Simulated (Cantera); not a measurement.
## Gas-phase reforming

An isothermal, constant-pressure homogeneous reactor starts with 21.2 % CH4, 78.5 % H2O, 0.339 % N2, at 2025 K and 0.300 bar.

Detailed kinetics in Cantera: GRI-Mech 3.0 (53 species, 325 reactions).

```json
[
 {"t (s)": "2.00e-6", "x CH4": "0.211", "x H2O": "0.784", "x CH2": "1.52e-7", "x O2": "1.10e-12", "x H": "3.31e-5", "x HCO": "2.63e-11"},
 {"t (s)": "8.66e-6", "x CH4": "0.209", "x H2O": "0.783", "x CH2": "2.41e-6", "x O2": "1.06e-10", "x H": "3.92e-5", "x HCO": "3.66e-9"},
 {"t (s)": "3.75e-5", "x CH4": "0.193", "x H2O": "0.777", "x CH2": "2.82e-5", "x O2": "1.95e-8", "x H": "0.000156", "x HCO": "5.81e-7"},
 {"t (s)": "0.000162", "x CH4": "0.0975", "x H2O": "0.710", "x CH2": "4.77e-5", "x O2": "5.18e-7", "x H": "0.000858", "x HCO": "2.29e-6"},
 {"t (s)": "0.000702", "x CH4": "0.0259", "x H2O": "0.625", "x CH2": "2.34e-5", "x O2": "6.51e-7", "x H": "0.00155", "x HCO": "8.60e-7"},
 {"t (s)": "0.00304", "x CH4": "0.00989", "x H2O": "0.526", "x CH2": "1.12e-5", "x O2": "5.01e-7", "x H": "0.00209", "x HCO": "3.78e-7"},
 {"t (s)": "0.0132", "x CH4": "0.00442", "x H2O": "0.414", "x CH2": "3.26e-6", "x O2": "2.85e-7", "x H": "0.00223", "x HCO": "1.28e-7"},
 {"t (s)": "0.0570", "x CH4": "3.53e-5", "x H2O": "0.379", "x CH2": "2.18e-8", "x O2": "2.50e-7", "x H": "0.00233", "x HCO": "3.06e-8"},
 {"t (s)": "0.247", "x CH4": "1.07e-10", "x H2O": "0.379", "x CH2": "<1e-12", "x O2": "2.69e-7", "x H": "0.00242", "x HCO": "3.09e-8"},
 {"t (s)": "1.07", "x CH4": "1.07e-10", "x H2O": "0.379", "x CH2": "<1e-12", "x O2": "2.69e-7", "x H": "0.00242", "x HCO": "3.09e-8"},
 {"t (s)": "4.62", "x CH4": "1.07e-10", "x H2O": "0.379", "x CH2": "<1e-12", "x O2": "2.69e-7", "x H": "0.00242", "x HCO": "3.09e-8"},
 {"t (s)": "20.0", "x CH4": "1.07e-10", "x H2O": "0.379", "x CH2": "<1e-12", "x O2": "2.69e-7", "x H": "0.00242", "x HCO": "3.09e-8"}
]
```
x: mole fraction; the columns are a selection and need not sum to one.

Equilibrium at this temperature and pressure: CH4 1.27e-10, H2O 0.379, CH2 <1e-12, O2 2.69e-7, H 0.00242, HCO 3.09e-8 (gas phase only).
